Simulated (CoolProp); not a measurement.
Cyclohexane at several states: density (kg/m³) from the reference equation and from simpler models built on Tc = 280.5 °C, pc = 4.081 MPa, ω = 0.209; each cubic takes its own stable root.

Computed with CoolProp (reference Helmholtz-energy equation of state, Zhou 2014).

```json
[
 {"T (°C)": "79.55", "p (MPa)": "4.78", "phase": "liquid", "reference": "726.6", "van der Waals": "…", "Redlich-Kwong": "667.2", "Soave-Redlich-Kwong": "…", "Peng-Robinson": "…"},
 {"T (°C)": "317.55", "p (MPa)": "0.0567", "phase": "gas", "reference": "0.9753", "van der Waals": "0.9750", "Redlich-Kwong": "0.9754", "Soave-Redlich-Kwong": "0.9753", "Peng-Robinson": "0.9758"},
 {"T (°C)": "124.75", "p (MPa)": "0.351", "phase": "liquid", "reference": "672.9", "van der Waals": "9.483", "Redlich-Kwong": "9.692", "Soave-Redlich-Kwong": "625.2", "Peng-Robinson": "…"},
 {"T (°C)": "27.85", "p (MPa)": "1.75", "phase": "liquid", "reference": "772.7", "van der Waals": "…", "Redlich-Kwong": "…", "Soave-Redlich-Kwong": "…", "Peng-Robinson": "811.9"},
 {"T (°C)": "306.05", "p (MPa)": "0.609", "phase": "gas", "reference": "11.15", "van der Waals": "11.10", "Redlich-Kwong": "11.15", "Soave-Redlich-Kwong": "11.14", "Peng-Robinson": "11.21"},
 {"T (°C)": "91.05", "p (MPa)": "0.175", "phase": "liquid", "reference": "708.9", "van der Waals": "5.039", "Redlich-Kwong": "…", "Soave-Redlich-Kwong": "662.3", "Peng-Robinson": "749.0"}
]
```

Q: Some entries are withheld; supply them.

A: 
- 79.55, van der Waals: 460.8
- 79.55, Soave-Redlich-Kwong: 682.6
- 79.55, Peng-Robinson: 769.9
- 124.75, Peng-Robinson: 708.3
- 27.85, van der Waals: 480.2
- 27.85, Redlich-Kwong: 708.4
- 27.85, Soave-Redlich-Kwong: 720.9
- 91.05, Redlich-Kwong: 5.112

At some of these states van der Waals, Redlich-Kwong gives the other phase, because its saturation line lies elsewhere.
